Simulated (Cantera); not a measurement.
A perfectly stirred reactor is fed with H₂ : O₂ : N₂ : H₂O = 1.5 : 0.556 : 2.09 : 0.32 (molar parts), at 0.490 bar; it is adiabatic with a 450 K inlet, and is followed from long to short residence time, starting on the burning branch (τ in s: 0.41, 0.15, 0.056, 0.021, 0.0075, 0.0028, 0.001, 0.00038, 0.00014, 5.1e-05).

Cantera simulation using GRI-Mech 3.0 (53 species, 325 reactions); the numbers are that mechanism's predictions, not measurements.

### Question
Predict: blow-out, bracketed by the residence times tried; x(H₂) at τ = 0.410 s; x(O₂) at τ = 0.410 s; x(H₂O) at τ = 0.410 s; x(O) at τ = 0.410 s; x(NO₂) at τ = 0.410 s; x(H₂) at τ = 2.80 ms; x(O₂) at τ = 2.80 ms; x(H₂O) at τ = 2.80 ms; x(O) at τ = 2.80 ms.

### Answer
```json
{
 "blow_out_bracketed_by_the_residence_times_tried": "burning at 51.0 µs, the shortest tried",
 "x(H₂) at τ = 0.410 s": "0.0984",
 "x(O₂) at τ = 0.410 s": "0.000112",
 "x(H₂O) at τ = 0.410 s": "0.362",
 "x(O) at τ = 0.410 s": "6.60e-5",
 "x(NO₂) at τ = 0.410 s": "2.86e-9",
 "x(H₂) at τ = 2.80 ms": "0.0968",
 "x(O₂) at τ = 2.80 ms": "0.00293",
 "x(H₂O) at τ = 2.80 ms": "0.341",
 "x(O) at τ = 2.80 ms": "0.00175"
}
```
